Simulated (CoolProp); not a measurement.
The fluid at 497.43 K and 0.117 MPa flows at 0.15 m/s in a round tube of 6 mm bore and 0.25 µm roughness, fully developed (64/Re and Nu = 3.66 if laminar; Colebrook and Gnielinski if turbulent). The same conditions are run with several fluids, on thermodynamics alone (safety and materials aside).

Values from CoolProp's reference Helmholtz-energy equation of state of each fluid (ethylbenzene: Zhou 2012; propylene: Lemmon 2013; R407C: Lemmon 2003; R125: Lemmon 2005; CF4 (R14): Platzer 1990). The equations of Platzer and Polt are older, rougher fits. Blends and air are pseudo-pure fits.

Problem. Rank ethylbenzene, propylene, R407C, R125, CF4 (R14) by Reynolds number, highest first.

Solution. ethylbenzene (239), R125 (149), R407C (107), CF4 (R14) (85.8), propylene (76.5)

| fluid | Darcy friction factor | pressure drop (Pa/m) | heat-transfer coefficient (W/(m² K)) | mass flow (kg/h) |
|---|---|---|---|---|
| ethylbenzene | 0.268 | 1.55 | 17.6 | 0.0470 |
| propylene | 0.836 | 1.87 | 25.8 | 0.0182 |
| R407C | 0.597 | 2.74 | 17.3 | 0.0373 |
| R125 | 0.430 | 2.75 | 18.7 | 0.0520 |
| CF4 (R14) | 0.746 | 3.48 | 19.4 | 0.0380 |

Transport values come from each fluid's own correlations; those of ethylbenzene, propylene, CF4 (R14) are estimates that may be off by 10 % or more.
